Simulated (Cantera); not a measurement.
A freely propagating, adiabatic, planar premixed flame of 16.9 % CH3OH, 16.9 % O2, 63.6 % N2, 2.54 % CO2, equivalence ratio 1.5, unburnt at 625 K and 0.980 bar; unity-Lewis-number transport, grid criteria slope 0.08 and curve 0.16, no radiation.

Cantera simulation using GRI-Mech 3.0 (53 species, 325 reactions); the numbers are that mechanism's predictions, not measurements. GRI-Mech 3.0 was tuned for natural gas; its chemistry of methanol as a main component is partial and can be far from experiment. Unity Lewis numbers drop preferential diffusion, which matters most where H2 and H carry the flame. Burning velocities carry a grid error of a few per cent, more on coarse grids.

x: mole fraction of selected species; z is measured from the peak of heat release.

```csv
z (mm),T (K),u (m/s),x CH3OH,x O2,x CO2,x HCO,x CH4,x H
-1.12,626,0.831,0.169,0.169,0.0254,<1e-8,4.24e-7,<1e-8
-0.748,632,0.839,0.168,0.168,0.0256,<1e-8,3.16e-6,<1e-8
-0.561,650,0.866,0.165,0.166,0.0260,<1e-8,1.16e-5,<1e-8
-0.374,733,0.989,0.152,0.155,0.0282,<1e-8,5.06e-5,<1e-8
-0.187,1080,1.54,0.0952,0.109,0.0372,___,0.000214,3.27e-7
-0.0935,1409,2.12,0.0438,0.0671,0.0455,___,0.000360,5.03e-5
0,1747,2.77,0.00297,0.0277,0.0550,___,0.000376,0.00472
0.0935,1856,2.95,2.82e-6,0.00958,0.0648,___,5.25e-5,0.0183
0.187,1898,3.01,1.12e-8,0.00472,0.0709,___,2.44e-6,0.0205
0.374,1951,3.08,<1e-8,0.00272,0.0753,___,<1e-8,0.0177
0.748,2009,3.15,<1e-8,0.00157,0.0765,___,<1e-8,0.0128
1.50,2061,3.22,<1e-8,0.000748,0.0766,___,<1e-8,0.00820
2.99,2098,3.27,<1e-8,0.000281,0.0766,___,<1e-8,0.00478
```

Problem. What belongs in the gaps?

Solution. 
- -0.187, x HCO: 8.80e-8
- -0.0935, x HCO: 1.36e-5
- 0, x HCO: 0.000229
- 0.0935, x HCO: 4.58e-6
- 0.187, x HCO: 5.90e-7
- 0.374, x HCO: 3.99e-7
- 0.748, x HCO: 2.85e-7
- 1.50, x HCO: 1.84e-7
- 2.99, x HCO: 1.08e-7
